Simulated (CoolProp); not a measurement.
A single-stage vapour-compression cycle with R134a: evaporating at 223.15 K (dew point), condensing at 291.15 K (bubble point), superheat 8 K, subcooling 0 K, compressor efficiency 0.8, no pressure losses. Each further row changes one setting.

Model: reference Helmholtz-energy equation of state, Tillner-Roth 1994, in CoolProp.

```tsv
case	cooling COP	pressure ratio	discharge temperature (K)	refrigerating effect (kJ/kg)	volumetric capacity (kJ/m³)
as stated	1.92	18.2	334.9	149	236
evaporating temperature 228.15 K	2.18	?	330.4	?	315
condensing temperature 286.15 K	2.15	?	?	156	247
subcooling 5 K	2.01	18.2	334.9	156	247
superheat 18 K	1.93	18.2	346.0	156	?
compressor efficiency 0.7	1.68	18.2	?	149	236
```

### Question
Some entries are withheld; supply them.

### Answer

- evaporating temperature 228.15 K, pressure ratio: 13.7
- evaporating temperature 228.15 K, refrigerating effect (kJ/kg): 152
- condensing temperature 286.15 K, pressure ratio: 15.5
- condensing temperature 286.15 K, discharge temperature (K): 328.7
- superheat 18 K, volumetric capacity (kJ/m³): 237
- compressor efficiency 0.7, discharge temperature (K): 346.3
